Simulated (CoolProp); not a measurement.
The fluid at 346.16 K and 0.306 MPa is throttled through a valve to 0.052 MPa with no heat exchange. The same conditions are run with several fluids, on thermodynamics alone (safety and materials aside).

Model: reference Helmholtz-energy equation of state of each fluid (normal hydrogen: Leachman 2009; isobutene: Lemmon 2005; R245fa: Akasaka 2015; trans-2-butene: Lemmon 2005; R152A: Outcalt 1996), in CoolProp.

**Question.** Rank normal hydrogen, isobutene, R245fa, trans-2-butene, R152A by temperature change (K), highest first.

**Answer.** normal hydrogen (+0.1), isobutene (-4.2), R152A (-4.4), R245fa (-4.6), trans-2-butene (-4.7)

```csv
fluid,final density (kg/m³)
normal hydrogen,0.0364
isobutene,1.04
R245fa,2.48
trans-2-butene,1.04
R152A,1.22
```
